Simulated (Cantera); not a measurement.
An adiabatic, constant-volume homogeneous reactor starts with CH3OH : O2 : N2 = 1 : 0.75 : 2.82 (molar parts), equivalence ratio 2.0, at 1325 K and 23.7 atm. Integrator tolerance rtol = 1e-08.

Computed with Cantera and GRI-Mech 3.0 (53 species, 325 reactions). GRI-Mech 3.0 was tuned for natural gas; its chemistry of methanol as a main component is partial and can be far from experiment. The pressure lies above the range GRI-Mech 3.0 was tuned for (to about 10 atm).

### Question
What does this change do: 0.13 parts H2O added?

### Answer
| quantity | before | after |
|---|---|---|
| time of steepest temperature rise | 0.100 ms | 94.8 µs |
| temperature at 8.00 s | 2836 K | 2799 K |
| equilibrium temperature | 2836 K | 2799 K |
| x(CH3OH) at 8.00 s | 7.90e-11 (gas-phase equilibrium 8.15e-11) | 7.66e-11 (gas-phase equilibrium 7.90e-11) |
| x(O2) at 8.00 s | 3.19e-5 (gas-phase equilibrium 3.19e-5) | 2.82e-5 (gas-phase equilibrium 2.82e-5) |
| x(CO2) at 8.00 s | 0.0352 (gas-phase equilibrium 0.0352) | 0.0367 (gas-phase equilibrium 0.0367) |
| x(H2O2) at 8.00 s | 1.34e-7 (gas-phase equilibrium 1.34e-7) | 1.25e-7 (gas-phase equilibrium 1.25e-7) |
| x(CO) at 8.00 s | 0.136 (gas-phase equilibrium 0.136) | 0.131 (gas-phase equilibrium 0.131) |
